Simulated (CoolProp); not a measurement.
Vapour-liquid equilibrium of isohexane (1) + benzene (2) at 22.25 °C; x and y are mole fractions of (1).

Values from CoolProp's multi-fluid Helmholtz-energy mixture model, Lemmon 2006 and Thol 2012; pair parameters Bell 2016.

**Question.** Give the bubble pressure and the first vapour's composition at x = 0.2, 0.5, 0.65. Is there an azeotrope?

**Answer.** x = 0.2: 0.01707 MPa, y = 0.454; x = 0.5: 0.02110 MPa, y = 0.675; x = 0.65: 0.02250 MPa, y = 0.764. No azeotrope shows between x = 0.05 and 0.95.

Pair parameters are fitted to limited data, so mixtures are less certain than the pure fluids.
